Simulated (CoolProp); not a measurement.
Ethane along the isotherm 508.6 K: Z from the reference equation and from simpler models built on Tc = 305.3 K, pc = 4.872 MPa, ω = 0.099; each cubic takes its own stable root.

Values from CoolProp's reference Helmholtz-energy equation of state, Bücker 2006.

```csv
p (MPa),phase,reference
1.74,gas,0.9803
3.48,gas,0.9616
5.22,supercritical,0.9442
6.96,supercritical,0.9286
8.7,supercritical,0.9149
10.4,supercritical,0.9037
12.2,supercritical,0.8945
13.9,supercritical,0.8884
15.7,supercritical,0.8849
17.4,supercritical,0.8843
19.1,supercritical,0.8862
20.9,supercritical,0.8910
22.6,supercritical,0.8978
24.4,supercritical,0.9073
```

### Question
How far does each simpler model (van der Waals, Redlich-Kwong, Soave-Redlich-Kwong, Peng-Robinson) lie from the reference over these 14 states: mean and median of the absolute difference, and the worst?

### Answer
- van der Waals: mean 4.8 %, median 5.1 %, worst -7.2 % at 508.6 K and 15.7 MPa
- Redlich-Kwong: mean 1.5 %, median 1.6 %, worst -1.9 % at 508.6 K and 13.9 MPa
- Soave-Redlich-Kwong: mean 2.9 %, median 3.2 %, worst +5.0 % at 508.6 K and 24.4 MPa
- Peng-Robinson: mean 1.0 %, median 1.0 %, worst -1.3 % at 508.6 K and 8.7 MPa
